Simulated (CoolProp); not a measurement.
Octamethyltrisiloxane (MDM) at several states: fugacity coefficient from the reference equation and from simpler models built on Tc = 565.4 K, pc = 14.38 bar, ω = 0.528; each cubic takes its own stable root.

Values from CoolProp's reference Helmholtz-energy equation of state, Thol 2017.

```csv
T (K),p (bar),phase,reference,van der Waals,Redlich-Kwong,Soave-Redlich-Kwong,Peng-Robinson
371.6,0.134,gas,0.9849,0.9927,0.9899,0.9871,0.9867
305.3,1.93,liquid,0.004158,0.3317,0.04664,?,0.004879
313.6,20.4,liquid,?,0.05267,?,0.0008498,0.0009043
350,2.43,liquid,0.03312,0.5666,0.1652,?,0.03485
```

### Question
What belongs in the gaps?

### Answer

- 305.3, Soave-Redlich-Kwong: 0.004410
- 313.6, reference: 0.0007937
- 313.6, Redlich-Kwong: 0.007759
- 350, Soave-Redlich-Kwong: 0.03342
